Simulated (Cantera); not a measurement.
**Thermodynamics of silicon oxide and oxynitride deposition, feed SiF4 + NO**

A closed system holds: 1 mol SiF4, 6.1 mol NO, equilibrated at 32.0 Pa.

These are equilibrium values from Cantera (NASA tables, ideal gas, pure condensed phases), not measurements of a reactor. Candidate condensed phases: Si, SiO2, Si2N2O, Si3N4; 28 gas species. The tables' values for SiF3, SiO2, SiF2 are old estimates; treat these amounts as uncertain. The tables hold silica as quartz up to 1696 K and as liquid above; real silica turns to tridymite and cristobalite and melts near 1996 K. The numbers say what is thermodynamically allowed, not how fast it happens.

```
T (K)  log p N2  log p O2  log p SiF4  log p O  log p F  n SiO2(β-quartz)  n SiO2(condensed)
-----  --------  --------  ----------  -------  -------  ----------------  -----------------
973       -3.86     -3.86       -4.35   -12.10   -13.12                 0                  0
1073      -3.86     -3.86       -4.35   -10.84   -11.82                 0                  0
1173      -3.86     -3.86       -4.35    -9.79   -10.73                 0                  0
1273      -3.86     -3.86       -4.35    -8.90    -9.82                 0                  0
1373      -3.86     -3.86       -4.35    -8.14    -9.04                 0                  0
1473      -3.86     -3.86       -4.35    -7.49    -8.36                 0                  0
1573      -3.86     -3.86       -4.35    -6.91    -7.77                 0                  0
1673      -3.86     -3.86       -4.35    -6.41    -7.25          0.000190                  0
1773      -3.86     -3.87       -4.35    -5.96    -6.79                 0           0.000296
1873      -3.87     -3.87       -4.35    -5.56    -6.32                 0                  0
1973      -3.87     -3.88       -4.36    -5.21    -5.83                 0                  0
2073      -3.88     -3.90       -4.38    -4.89    -5.38                 0                  0
```
log p: log10 of the partial pressure in bar; n: condensed amount in mol.

From 973 K to 1573 K nothing is condensed. At 1673 K the condensed part is SiO2(β-quartz). At 1773 K the condensed part is SiO2(condensed). From 1873 K to 2073 K nothing is condensed. The main Si-bearing gas is SiF4 throughout.
